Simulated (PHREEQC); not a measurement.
Consider water at 25 °C with 0.0012 mol/kgw Pb(NO3)2, 0.0014 mol/kgw KNO3 and 5.8e-05 mol/kgw Na2SO4. Closed to the air; pH follows from the charge balance.

The numbers come from PHREEQC with the ion-association model, wateq4f.dat.

```tsv
quantity	before	after
pH	5.38	3.80
Pb+2 (mol/kgw)	0.00113	0.00115
PbNO3+ (mol/kgw)	4.64e-5	4.68e-5
PbOH+ (mol/kgw)	4.27e-6	1.12e-7
Pb2OH+3 (mol/kgw)	1.47e-7	3.92e-9
SI of Pb(OH)2 (Pb(OH)2)	-0.46	-3.62
SI of Litharge (PbO)	-5.03	-8.19
```

### Question
Which change was made?
(A) Na2SO4 from 5.8e-05 to 0.000116 mol/kgw
(B) Pb(NO3)2 from 0.0012 to 0.0018 mol/kgw
(C) Na2SO4 replaced by Na2SiF6 at the same molality
(D) 0.0018 mol/kgw AgNO3 added
(E) temperature from 25 to 55 °C

### Answer
C, Na2SO4 replaced by Na2SiF6 at the same molality

Precipitation was switched off in this run. Some of these states are supersaturated (in Larnakite, Anglesite, for instance). SiF6-2 is the database's only silicon fluoride.
